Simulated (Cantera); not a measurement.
An adiabatic, constant-volume homogeneous reactor starts with CH4 : O2 : N2 = 1 : 1.54 : 14.6 (molar parts), equivalence ratio 1.3, at 1800 K and 1000000 Pa. Integrator tolerance rtol = 1e-08.

Computed with Cantera and GRI-Mech 3.0 (53 species, 325 reactions).

Q: What does this change do: CH4 1 to 0.52 parts?

A: 
```json
[
 {"quantity": "time of steepest temperature rise", "before": "33.5 µs", "after": "28.1 µs"},
 {"quantity": "temperature at 0.200 s", "before": "2784 K", "after": "2560 K"},
 {"quantity": "equilibrium temperature", "before": "2784 K", "after": "2560 K"},
 {"quantity": "x(CH4) at 0.200 s", "before": "<1e-12 (gas-phase equilibrium 1.11e-12)", "after": "<1e-12 (gas-phase equilibrium <1e-12)"},
 {"quantity": "x(O2) at 0.200 s", "before": "0.000500 (gas-phase equilibrium 0.000500)", "after": "0.0255 (gas-phase equilibrium 0.0255)"},
 {"quantity": "x(C2H6) at 0.200 s", "before": "<1e-12 (gas-phase equilibrium <1e-12)", "after": "<1e-12 (gas-phase equilibrium <1e-12)"},
 {"quantity": "x(HCN) at 0.200 s", "before": "3.45e-8 (gas-phase equilibrium 3.45e-8)", "after": "2.46e-11 (gas-phase equilibrium 2.46e-11)"},
 {"quantity": "x(C2H) at 0.200 s", "before": "<1e-12 (gas-phase equilibrium <1e-12)", "after": "<1e-12 (gas-phase equilibrium <1e-12)"},
 {"quantity": "x(HCO) at 0.200 s", "before": "1.51e-7 (gas-phase equilibrium 1.51e-7)", "after": "1.09e-9 (gas-phase equilibrium 1.09e-9)"}
]
```

Q: What does this change do: N2 14.6 to 11 parts?

A: 
```tsv
quantity	before	after
time of steepest temperature rise	33.5 µs	26.4 µs
temperature at 0.200 s	2784 K	2942 K
equilibrium temperature	2784 K	2942 K
x(CH4) at 0.200 s	<1e-12 (gas-phase equilibrium 1.11e-12)	1.64e-12 (gas-phase equilibrium 1.92e-12)
x(O2) at 0.200 s	0.000500 (gas-phase equilibrium 0.000500)	0.00129 (gas-phase equilibrium 0.00129)
x(C2H6) at 0.200 s	<1e-12 (gas-phase equilibrium <1e-12)	<1e-12 (gas-phase equilibrium <1e-12)
x(HCN) at 0.200 s	3.45e-8 (gas-phase equilibrium 3.45e-8)	5.80e-8 (gas-phase equilibrium 5.80e-8)
x(C2H) at 0.200 s	<1e-12 (gas-phase equilibrium <1e-12)	<1e-12 (gas-phase equilibrium <1e-12)
x(HCO) at 0.200 s	1.51e-7 (gas-phase equilibrium 1.51e-7)	3.34e-7 (gas-phase equilibrium 3.34e-7)
```
